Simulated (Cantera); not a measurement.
Input: 1 mol B2H6, 9.5 mol O2, 110 mol N2, 75 mol H2, held at 775 K and 1.33 mbar.

Cantera equilibrium calculation (NASA polynomials, part measured and part estimated; ideal gas, pure solids and liquids). Candidate condensed phases: B, BN, B2O3, B3O3H3, H2O; 39 gas species. The feed counts by its element totals alone. Gases not in the tables: H3BO3. Kinetics and transport are ignored.

Base state: N2 0.585, H2 0.330, H2O 0.0850, (HBO2)3 0.000101 (mole fractions); condensed: B2O3(l).

What changes in the equilibrium state with this change: pressure from 1.33 mbar to 0.800 bar?


```json
[
 {"species": "N2", "before": "0.585", "after": "0.586"},
 {"species": "H2", "before": "0.330", "after": "0.330"},
 {"species": "H2O", "before": "0.0850", "after": "0.0817"},
 {"species": "(HBO2)3", "before": "0.000101", "after": "0.00233"},
 {"species": "NH3", "before": "7.49e-7", "after": "0.000449"},
 {"species": "B2O3(l), mol", "before": "0.972", "after": "0.344"}
]
```

What changes in the equilibrium state with this change: temperature from 775 K to 2100 K?


| species | before | after |
|---|---|---|
| N2 | 0.585 | 0.568 |
| H2 | 0.330 | 0.297 |
| H2O | 0.0850 | 0.0767 |
| H | <1e-9 | 0.0465 |
| HBO2 | 4.39e-7 | 0.00903 |
| OH | <1e-9 | 0.00143 |
| BO | <1e-9 | 0.000561 |
| HBO | <1e-9 | 0.000271 |
| B2O3(l), mol | 0.972 | 0 |
